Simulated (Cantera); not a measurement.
## Stirred combustor or abatement burner

A perfectly stirred reactor is fed with CH₄ : C₂H₆ : O₂ : N₂ : CO₂ = 1 : 1 : 4.58 : 17.2 : 0.41 (molar parts), equivalence ratio 1.2, at 0.454 atm; it is adiabatic with a 475 K inlet, and is followed from long to short residence time, starting on the burning branch (τ in s: 0.032, 0.018, 0.01, 0.0058, 0.0033, 0.0019, 0.001, 0.00059, 0.00033, 0.00019, 0.00011, 6e-05, 3.4e-05).

Detailed kinetics in Cantera: GRI-Mech 3.0 (53 species, 325 reactions).

```csv
τ (s),T (K),x CH₄,x C₂H₆,x O₂,x H,x CH₂CO,x HO₂
0.032,2167,6.27e-6,7.89e-7,0.00224,0.00463,2.38e-7,3.71e-7
0.018,2146,8.91e-6,1.31e-6,0.00293,0.00559,3.75e-7,4.84e-7
0.010,2121,1.32e-5,2.20e-6,0.00377,0.00674,6.03e-7,6.25e-7
0.0058,2096,1.96e-5,3.58e-6,0.00465,0.00790,9.45e-7,7.83e-7
0.0033,2070,3.05e-5,5.95e-6,0.00564,0.00914,1.52e-6,9.82e-7
0.0019,2044,4.86e-5,9.94e-6,0.00670,0.0103,2.44e-6,1.23e-6
0.0010,2015,8.77e-5,1.85e-5,0.00816,0.0113,4.37e-6,1.64e-6
0.00059,1990,0.000149,3.19e-5,0.00975,0.0118,7.34e-6,2.22e-6
0.00033,1959,0.000288,6.18e-5,0.0125,0.0116,1.39e-5,3.60e-6
0.00019,1909,0.000640,0.000135,0.0180,0.0102,3.06e-5,7.86e-6
0.00011,475,0.0413,0.0413,0.189,<1e-12,<1e-12,<1e-12
6.0e-5,475,0.0413,0.0413,0.189,<1e-12,<1e-12,<1e-12
3.4e-5,475,0.0413,0.0413,0.189,<1e-12,<1e-12,<1e-12
```
x: mole fraction; the columns are a selection and need not sum to one.
